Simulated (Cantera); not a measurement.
A closed system holds: 1 mol C3H6, 0.071 mol O2, equilibrated at 1275 K and 101000 Pa.

Cantera equilibrium calculation (NASA polynomials, part measured and part estimated; ideal gas, pure solids and liquids). Candidate condensed phases: C, C6H6, C7H8, C8H18, H2O; 110 gas species. The numbers say what is thermodynamically allowed, not how fast it happens.

Base state: H2 0.946, CO 0.0451, CH4 0.00840, H2O 0.000504, CO2 1.44e-5 (mole fractions); condensed: C(graphite).

### Question
What changes in the equilibrium state with this change: temperature from 1275 K to 2625 K?

### Answer
```tsv
species	before	after
H2	0.946	0.899
CO	0.0451	0.0443
H	7.12e-7	0.0400
C2H2 (acetylene)	3.63e-7	0.0161
C4H2	<1e-9	0.000119
C2H	<1e-9	6.60e-5
C(graphite), mol	2.83	2.75
```
